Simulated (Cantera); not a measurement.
A perfectly stirred reactor is fed with H2 : O2 : N2 : H2O = 1 : 0.278 : 1.04 : 0.13 (molar parts), equivalence ratio 1.8, at 760 Torr; it is adiabatic with a 700 K inlet, and is followed from long to short residence time, starting on the burning branch (τ in s: 0.046, 0.018, 0.0069, 0.0027, 0.001, 0.00041, 0.00016, 6.2e-05, 2.4e-05, 9.3e-06).

Model: GRI-Mech 3.0 (53 species, 325 reactions), integrated in Cantera.

Task: What does this change do: inlet temperature 700 to 525 K?

Result: 
```tsv
quantity	before	after
blow-out, bracketed by the residence times tried	burning at 9.30 µs, the shortest tried	burning at 24.0 µs, out at 9.30 µs
x(H2) at τ = 46.0 ms	0.201	0.202
x(O2) at τ = 46.0 ms	4.73e-5	4.44e-5
x(H2O) at τ = 46.0 ms	0.313	0.314
x(NO) at τ = 46.0 ms	7.48e-5	2.33e-5
x(H2O2) at τ = 46.0 ms	1.08e-8	8.99e-9
x(H2) at τ = 0.410 ms	0.186	0.186
x(O2) at τ = 0.410 ms	0.00131	0.00125
x(H2O) at τ = 0.410 ms	0.297	0.299
x(NO) at τ = 0.410 ms	2.24e-5	1.49e-5
x(H2O2) at τ = 0.410 ms	1.80e-7	2.25e-7
```

Task: What does this change do: O2 0.278 to 0.35 parts?

Result: 
```json
[
 {"quantity": "blow-out, bracketed by the residence times tried", "before": "burning at 9.30 µs, the shortest tried", "after": "burning at 9.30 µs, the shortest tried"},
 {"quantity": "x(H2) at τ = 46.0 ms", "before": "0.201", "after": "0.136"},
 {"quantity": "x(O2) at τ = 46.0 ms", "before": "4.73e-5", "after": "0.000526"},
 {"quantity": "x(H2O) at τ = 46.0 ms", "before": "0.313", "after": "0.368"},
 {"quantity": "x(NO) at τ = 46.0 ms", "before": "7.48e-5", "after": "0.000876"},
 {"quantity": "x(H2O2) at τ = 46.0 ms", "before": "1.08e-8", "after": "6.93e-8"},
 {"quantity": "x(H2) at τ = 0.410 ms", "before": "0.186", "after": "0.133"},
 {"quantity": "x(O2) at τ = 0.410 ms", "before": "0.00131", "after": "0.00400"},
 {"quantity": "x(H2O) at τ = 0.410 ms", "before": "0.297", "after": "0.342"},
 {"quantity": "x(NO) at τ = 0.410 ms", "before": "2.24e-5", "after": "9.91e-5"},
 {"quantity": "x(H2O2) at τ = 0.410 ms", "before": "1.80e-7", "after": "2.29e-7"}
]
```
